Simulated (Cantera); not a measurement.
**Equilibrium for roasting and sulfation: FeS2 + SO3 + CO2**

A closed system holds: 1 mol FeS2, 2.2 mol SO3, 1.4 mol CO2, at 1573.15 K.

Equilibrium computed with Cantera from the NASA thermochemical tables; the gas is ideal and each condensed phase is pure. Candidate condensed phases: C, Fe, Fe(CO)5, FeO, FeS, FeSO4, FeS2, Fe2O3, Fe2(SO4)3, Fe3O4, S; 25 gas species. Metal and sulfide melt together well below either melting point, which pure phases cannot show. Mutual solubility and eutectic melting of coexisting phases are not modelled. The tables' stoichiometric FeO is somewhat more stable than real wüstite, so its field is too wide. FeO, FeS: taken at fixed stoichiometry. Kinetics and transport are ignored.

| P (Pa) | x SO2 | x CO2 | x S2 | x CO | x SO | n FeO(s) | n FeS(l) | n Fe3O4(s) |
|---|---|---|---|---|---|---|---|---|
| 1000 | 0.588 | 0.197 | 0.112 | 0.0816 | 0.0189 | 1.000 | 0 | 0 |
| 2600 | 0.586 | 0.210 | 0.116 | 0.0694 | 0.0150 | 1.000 | 0 | 0 |
| 6700 | 0.583 | 0.222 | 0.120 | 0.0584 | 0.0119 | 1.000 | 0 | 0 |
| 17000 | 0.581 | 0.233 | 0.122 | 0.0488 | 0.00948 | 1.000 | 0 | 0 |
| 45000 | 0.579 | 0.242 | 0.124 | 0.0400 | 0.00745 | 1.00 | 0 | 0 |
| 120000 | 0.601 | 0.255 | 0.100 | 0.0307 | 0.00563 | 0.818 | 0.182 | 0 |
| 300000 | 0.623 | 0.265 | 0.0756 | 0.0233 | 0.00425 | 0.639 | 0.361 | 0 |
| 770000 | 0.641 | 0.274 | 0.0563 | 0.0174 | 0.00316 | 0.500 | 0.500 | 0 |
| 2000000 | 0.650 | 0.283 | 0.0426 | 0.0131 | 0.00234 | 0 | 0.639 | 0.120 |
x: gas mole fraction; n: condensed amount in mol.

From 0.0100 bar to 0.450 bar the condensed part is FeO(s). From 1.20 bar to 7.70 bar the condensed part is FeO(s) + FeS(l). At 20.0 bar the condensed part is FeS(l) + Fe3O4(s).
